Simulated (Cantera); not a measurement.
An isothermal, constant-pressure homogeneous reactor starts with H₂ : O₂ : N₂ = 0.018 : 1 : 23 (molar parts), equivalence ratio 0.0090, at 1448 K and 0.0132 atm.

Model: the H2/O2 subset of GRI-Mech 3.0, which has no nitrogen chemistry, integrated in Cantera. Radical loss at walls, strong at low pressure, is not modelled.

x: mole fraction; the columns are a selection and need not sum to one.

```csv
t (s),x H₂,x O₂,x H,x HO₂,x OH,x H₂O,x H₂O₂
7.00e-5,0.000749,0.0416,8.92e-11,9.70e-11,7.98e-12,<1e-12,<1e-12
0.000184,0.000749,0.0416,2.06e-10,2.55e-10,5.00e-11,1.03e-12,<1e-12
0.000484,0.000749,0.0416,4.09e-10,6.68e-10,2.77e-10,1.57e-11,<1e-12
0.00127,0.000749,0.0416,6.85e-10,1.74e-9,1.26e-9,2.03e-10,<1e-12
0.00334,0.000749,0.0416,1.39e-9,4.49e-9,5.24e-9,2.26e-9,<1e-12
0.00878,0.000749,0.0416,6.22e-9,1.12e-8,3.34e-8,3.08e-8,2.58e-12
0.0231,0.000747,0.0416,2.16e-7,2.63e-8,1.26e-6,1.63e-6,6.51e-12
0.0607,(withheld),0.0410,4.72e-5,3.34e-8,0.000170,0.000580,5.71e-10
0.159,4.91e-6,0.0409,3.25e-5,2.43e-8,0.000107,0.000675,2.56e-10
0.419,4.75e-6,0.0409,3.08e-5,2.39e-8,0.000105,0.000677,2.50e-10
1.10,(withheld),0.0410,2.68e-5,2.28e-8,0.000100,0.000681,2.35e-10
2.90,(withheld),0.0410,1.92e-5,2.04e-8,9.02e-5,0.000691,2.01e-10
7.61,(withheld),0.0411,9.14e-6,1.55e-8,7.11e-5,0.000707,1.38e-10
20.0,(withheld),0.0412,2.36e-6,8.90e-9,4.56e-5,0.000725,6.52e-11
```

Task: What belongs in the gaps?

Result: 
- 0.0607, x H₂: 6.13e-5
- 1.10, x H₂: 4.35e-6
- 2.90, x H₂: 3.51e-6
- 7.61, x H₂: 2.17e-6
- 20.0, x H₂: 8.94e-7
